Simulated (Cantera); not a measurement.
Charge: 1 mol FeS2, 1.8 mol O2, at 1377 °C and 0.100 bar.

Cantera equilibrium calculation (NASA polynomials, part measured and part estimated; ideal gas, pure solids and liquids). Candidate condensed phases: Fe, FeO, FeS, FeSO4, FeS2, Fe2O3, Fe2(SO4)3, Fe3O4, S; 12 gas species. The tables' stoichiometric FeO is somewhat more stable than real wüstite, so its field is too wide. FeO: taken at fixed stoichiometry. Kinetics and transport are ignored.

Base state: SO2 0.770, S2 0.200, SO 0.0217, S2O 0.00718, S 0.000281 (mole fractions); condensed: FeO(l).

Task: What changes in the equilibrium state with this change: temperature from 1377 °C to 500 °C?

Result: 
| species | before | after |
|---|---|---|
| SO2 | 0.770 | 0.997 |
| S2 | 0.200 | 0.00241 |
| S2O | 0.00718 | 0.000409 |
| SO | 0.0217 | 3.53e-7 |
| S | 0.000281 | <1e-9 |
| FeO(l), mol | 1.000 | 0 |
| FeS2(s), mol | 0 | 0.322 |
| Fe3O4(s), mol | 0 | 0.226 |
Gases not in the tables: S3 to S7.
